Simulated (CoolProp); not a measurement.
Isopentane along the isobar 2.96 MPa: density (kg/m³) from the reference equation and from simpler models built on Tc = 187.2 °C, pc = 3.378 MPa, ω = 0.227; each cubic takes its own stable root.

Values from CoolProp's reference Helmholtz-energy equation of state, Lemmon 2006. It is a short technical equation, of lower accuracy than the large ones.

| T (°C) | phase | reference | Redlich-Kwong | Soave-Redlich-Kwong |
|---|---|---|---|---|
| -70.45 | liquid | 706.8 | 644.1 | [?] |
| -45.65 | liquid | 684.7 | [?] | 635.2 |
| -20.95 | liquid | 662.4 | 605.2 | 617.1 |
| 3.85 | liquid | 639.4 | 583.0 | 596.9 |
| 28.65 | liquid | 615.4 | [?] | 574.3 |
| 53.45 | liquid | 589.9 | 531.6 | 548.6 |
| 78.15 | liquid | 562.5 | 501.5 | 519.3 |
| 102.95 | liquid | 531.8 | 466.9 | 484.9 |
| 127.75 | liquid | 495.9 | 425.9 | 443.1 |
| 152.55 | liquid | 449.9 | 372.7 | 388.0 |
| 177.25 | liquid | 367.3 | 115.2 | [?] |
| 202.05 | gas | 83.53 | 83.29 | [?] |
| 226.85 | gas | 70.35 | 71.08 | 69.53 |

Question: Complete the blanks.

Answer: 
- -70.45, Soave-Redlich-Kwong: 651.5
- -45.65, Redlich-Kwong: 625.4
- 28.65, Redlich-Kwong: 558.6
- 177.25, Soave-Redlich-Kwong: 286.8
- 202.05, Soave-Redlich-Kwong: 82.15
